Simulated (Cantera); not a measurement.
# Equilibrium for boron, boron nitride and boron oxide: borazine + O2

Feed: 1 mol borazine, 0.64 mol O2, held at 0.133 bar.

Method: chemical equilibrium by Gibbs-energy minimisation in Cantera with the NASA 1993 tables (ideal gas, pure condensed phases). Candidate condensed phases: B, BN, B2O3, B3O3H3, H2O; 39 gas species. The feed counts by its element totals alone. Mutual solubility and eutectic melting of coexisting phases are not modelled. The tables' values for BH2 are old estimates; treat these amounts as uncertain. Gases not in the tables: H3BO3. Equilibrium is a limit: real reactors are often held back by kinetics, nucleation or transport.

From 900 K to 1800 K the condensed part is BN(s) + B2O3(l). From 1900 K to 2200 K the condensed part is BN(s).

```json
[
 {"T (K)": "900", "log p H2": "-0.93", "log p N2": "-1.78", "log p HBO": "-10.75", "log p B2O2": "<-12", "log p B2O3": "<-12", "log p BO": "<-12", "log p HBO2": "-7.36", "log p H": "-10.40", "n BN(s)": "2.15", "n B2O3(l)": "0.424"},
 {"T (K)": "1000", "log p H2": "-0.93", "log p N2": "-1.78", "log p HBO": "-9.04", "log p B2O2": "<-12", "log p B2O3": "-11.47", "log p BO": "<-12", "log p HBO2": "-6.35", "log p H": "-9.11", "n BN(s)": "2.15", "n B2O3(l)": "0.424"},
 {"T (K)": "1100", "log p H2": "-0.93", "log p N2": "-1.78", "log p HBO": "-7.65", "log p B2O2": "-12.85", "log p B2O3": "-9.59", "log p BO": "<-12", "log p HBO2": "-5.54", "log p H": "-8.05", "n BN(s)": "2.15", "n B2O3(l)": "0.424"},
 {"T (K)": "1200", "log p H2": "-0.93", "log p N2": "-1.78", "log p HBO": "-6.50", "log p B2O2": "-10.75", "log p B2O3": "-8.04", "log p BO": "-11.10", "log p HBO2": "-4.87", "log p H": "-7.17", "n BN(s)": "2.15", "n B2O3(l)": "0.424"},
 {"T (K)": "1300", "log p H2": "-0.93", "log p N2": "-1.78", "log p HBO": "-5.53", "log p B2O2": "-8.99", "log p B2O3": "-6.73", "log p BO": "-9.46", "log p HBO2": "-4.31", "log p H": "-6.42", "n BN(s)": "2.15", "n B2O3(l)": "0.424"},
 {"T (K)": "1400", "log p H2": "-0.93", "log p N2": "-1.78", "log p HBO": "-4.71", "log p B2O2": "-7.48", "log p B2O3": "-5.62", "log p BO": "-8.07", "log p HBO2": "-3.84", "log p H": "-5.78", "n BN(s)": "2.15", "n B2O3(l)": "0.422"},
 {"T (K)": "1500", "log p H2": "-0.94", "log p N2": "-1.78", "log p HBO": "-3.99", "log p B2O2": "-6.18", "log p B2O3": "-4.66", "log p BO": "-6.86", "log p HBO2": "-3.43", "log p H": "-5.22", "n BN(s)": "2.15", "n B2O3(l)": "0.417"},
 {"T (K)": "1600", "log p H2": "-0.94", "log p N2": "-1.79", "log p HBO": "-3.37", "log p B2O2": "-5.05", "log p B2O3": "-3.83", "log p BO": "-5.81", "log p HBO2": "-3.09", "log p H": "-4.73", "n BN(s)": "2.15", "n B2O3(l)": "0.403"},
 {"T (K)": "1700", "log p H2": "-0.95", "log p N2": "-1.79", "log p HBO": "-2.83", "log p B2O2": "-4.05", "log p B2O3": "-3.11", "log p BO": "-4.89", "log p HBO2": "-2.79", "log p H": "-4.31", "n BN(s)": "2.15", "n B2O3(l)": "0.361"},
 {"T (K)": "1800", "log p H2": "-0.98", "log p N2": "-1.80", "log p HBO": "-2.36", "log p B2O2": "-3.17", "log p B2O3": "-2.47", "log p BO": "-4.07", "log p HBO2": "-2.53", "log p H": "-3.93", "n BN(s)": "2.12", "n B2O3(l)": "0.225"},
 {"T (K)": "1900", "log p H2": "-1.03", "log p N2": "-1.79", "log p HBO": "-2.04", "log p B2O2": "-2.56", "log p B2O3": "-2.15", "log p BO": "-3.43", "log p HBO2": "-2.49", "log p H": "-3.61", "n BN(s)": "2.03", "n B2O3(l)": "0"},
 {"T (K)": "2000", "log p H2": "-1.05", "log p N2": "-1.76", "log p HBO": "-1.90", "log p B2O2": "-2.32", "log p B2O3": "-2.31", "log p BO": "-3.00", "log p HBO2": "-2.73", "log p H": "-3.31", "n BN(s)": "1.93", "n B2O3(l)": "0"},
 {"T (K)": "2100", "log p H2": "-1.06", "log p N2": "-1.73", "log p HBO": "-1.81", "log p B2O2": "-2.18", "log p B2O3": "-2.58", "log p BO": "-2.66", "log p HBO2": "-3.04", "log p H": "-3.04", "n BN(s)": "1.83", "n B2O3(l)": "0"},
 {"T (K)": "2200", "log p H2": "-1.08", "log p N2": "-1.72", "log p HBO": "-1.77", "log p B2O2": "-2.14", "log p B2O3": "-2.96", "log p BO": "-2.40", "log p HBO2": "-3.40", "log p H": "-2.79", "n BN(s)": "1.77", "n B2O3(l)": "0"}
]
```
log p: log10 of the partial pressure in bar; n: condensed amount in mol.
